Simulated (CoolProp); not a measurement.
A closed Brayton cycle with dry air: compressor inlet 306.15 K and 1.8 MPa, high pressure 4.06 MPa, turbine inlet 885 K, compressor efficiency 0.8, turbine efficiency 0.93, recuperator effectiveness 0 (on enthalpy, no pinch check). Each further row changes one setting.

Model: reference Helmholtz-energy equation of state, Lemmon 2000, in CoolProp. It is a pseudo-pure fit of the blend.

```
case                           thermal efficiency (%)  net work (kJ/kg)  compressor to turbine work  compressor exit (K)  turbine exit (K)
-----------------------------  ----------------------  ----------------  --------------------------  -------------------  ----------------
as stated                                        14.4              74.0                        0.58                406.4             727.3
turbine inlet 835 K                              14.0              64.0                         ___                406.4             684.9
compressor inlet 316.15 K                         ___              70.6                         ___                419.5             727.3
high pressure 3.45 MPa                           11.9              64.1                        0.55                384.5             756.7
recuperator effectiveness 0.5                    21.4              74.0                        0.58                406.4             727.3
```

Some entries are withheld; supply them.


- turbine inlet 835 K, compressor to turbine work: 0.61
- compressor inlet 316.15 K, thermal efficiency (%): 14.1
- compressor inlet 316.15 K, compressor to turbine work: 0.60
